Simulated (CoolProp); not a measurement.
R141b at several states: fugacity coefficient from the reference equation and from simpler models built on Tc = 204.4 °C, pc = 4212 kPa, ω = 0.220; each cubic takes its own stable root.

The numbers come from the reference Helmholtz-energy equation of state, Lemmon 2006 in CoolProp. It is a short technical equation, of lower accuracy than the large ones.

```csv
T (°C),p (kPa),phase,reference,van der Waals,Redlich-Kwong,Soave-Redlich-Kwong
123.15,84,gas,0.9880,0.9908,0.9885,0.9879
-65.05,1320,liquid,0.0003727,0.03568,___,___
-0.05,152,liquid,0.1824,0.9614,0.3319,0.1833
25.85,326,liquid,0.2430,0.9322,0.3958,0.2441
-12.45,24.9,liquid,___,___,0.9895,0.6175
```

Problem. Some entries are withheld; supply them.

Solution. 
- -65.05, Redlich-Kwong: 0.0009233
- -65.05, Soave-Redlich-Kwong: 0.0003981
- -12.45, reference: 0.6131
- -12.45, van der Waals: 0.9930

At some of these states van der Waals, Redlich-Kwong gives the other phase, because its saturation line lies elsewhere.
